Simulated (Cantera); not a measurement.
# Premixed flame

A freely propagating, adiabatic, planar premixed flame of CH4 : C2H6 : O2 : N2 : H2O = 1 : 0.87 : 7.01 : 26.3 : 1.1 (molar parts), equivalence ratio 0.72, unburnt at 575 K and 2.40 bar; mixture-averaged transport, grid criteria slope 0.08 and curve 0.16, no radiation.

Computed with Cantera and GRI-Mech 3.0 (53 species, 325 reactions). Burning velocities carry a grid error of a few per cent, more on coarse grids.

```
z (mm)   T (K)  u (m/s)     x CH4    x C2H6    x O2    x CH2O     x CH3      x H2
-------  -----  -------  --------  --------  ------  --------  --------  --------
-0.631     576    0.612    0.0275    0.0240   0.193   3.83e-7     <1e-8  0.000592
-0.421     579    0.617    0.0274    0.0239   0.193   4.15e-6     <1e-8   0.00137
-0.316     592    0.631    0.0271    0.0238   0.191   2.02e-5     <1e-8   0.00219
-0.210     657    0.704    0.0255    0.0230   0.186  0.000143   7.83e-8   0.00364
-0.105     964     1.04    0.0187    0.0162   0.157  0.000978   3.82e-5   0.00581
-0.0526   1292     1.41    0.0114   0.00691   0.125   0.00139  0.000533   0.00690
0         1626     1.79   0.00320  0.000415  0.0885  0.000543  0.000697   0.00655
0.0526    1780     1.95  0.000236   8.58e-7  0.0688   5.21e-5   6.10e-5   0.00434
0.105     1847     2.02   1.02e-5     <1e-8  0.0620   2.44e-6   2.83e-6   0.00325
0.210     1925     2.09   2.05e-8     <1e-8  0.0572     <1e-8     <1e-8   0.00244
0.421     1994     2.16     <1e-8     <1e-8  0.0545     <1e-8     <1e-8   0.00141
0.841     2035     2.19     <1e-8     <1e-8  0.0534     <1e-8     <1e-8  0.000606
1.68      2052     2.21     <1e-8     <1e-8  0.0531     <1e-8     <1e-8  0.000266
```
x: mole fraction of selected species; z is measured from the peak of heat release.

| Property | Value |
|---|---|
| laminar burning velocity | 61.1 cm/s |
| thermal thickness | 0.210 mm |
| peak x(CH2O) | 0.00141 |
| peak x(CH3) | 0.000921 |
| peak x(H2) | 0.00709 |
| grid points | 142 |
